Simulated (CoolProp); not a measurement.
The numbers come from the reference Helmholtz-energy equation of state, Lemmon 2005 in CoolProp.

### Question
For R125, give the phase and the density (kg/m³), cp (kJ/(kg K)), Joule-Thomson coefficient (K/MPa), isothermal compressibility (1/MPa) at 326.4 K and 1.68 MPa; 376 K and 1.68 MPa; 425.6 K and 1.68 MPa.

### Answer
- 326.4 K and 1.68 MPa: gas; density 94.9, cp 1.04, Joule-Thomson coefficient 13.3, isothermal compressibility 0.801
- 376 K and 1.68 MPa: gas; density 73.1, cp 0.988, Joule-Thomson coefficient 7.57, isothermal compressibility 0.680
- 425.6 K and 1.68 MPa: gas; density 61.4, cp 1.01, Joule-Thomson coefficient 5.01, isothermal compressibility 0.641
